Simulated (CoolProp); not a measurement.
Fluoroethane (R161) along the isotherm 403.4 K: density (kg/m³) from the reference equation and from simpler models built on Tc = 375.2 K, pc = 50.10 bar, ω = 0.216; each cubic takes its own stable root.

Model: reference Helmholtz-energy equation of state, Wu 2012, in CoolProp.

```json
[
 {"p (bar)": "6.25", "phase": "gas", "reference": "9.284", "van der Waals": "9.250", "Peng-Robinson": "9.313"},
 {"p (bar)": "12.5", "phase": "gas", "reference": "19.30", "van der Waals": "19.16", "Peng-Robinson": "19.42"},
 {"p (bar)": "18.8", "phase": "gas", "reference": "30.30", "van der Waals": "29.98", "Peng-Robinson": "30.58"},
 {"p (bar)": "25", "phase": "gas", "reference": "42.18", "van der Waals": "41.62", "Peng-Robinson": "42.70"},
 {"p (bar)": "31.2", "phase": "gas", "reference": "55.38", "van der Waals": "54.55", "Peng-Robinson": "56.23"},
 {"p (bar)": "37.5", "phase": "gas", "reference": "70.54", "van der Waals": "69.46", "Peng-Robinson": "71.81"},
 {"p (bar)": "43.8", "phase": "gas", "reference": "88.04", "van der Waals": "86.96", "Peng-Robinson": "89.80"},
 {"p (bar)": "50", "phase": "gas", "reference": "108.4", "van der Waals": "108.2", "Peng-Robinson": "110.7"}
]
```
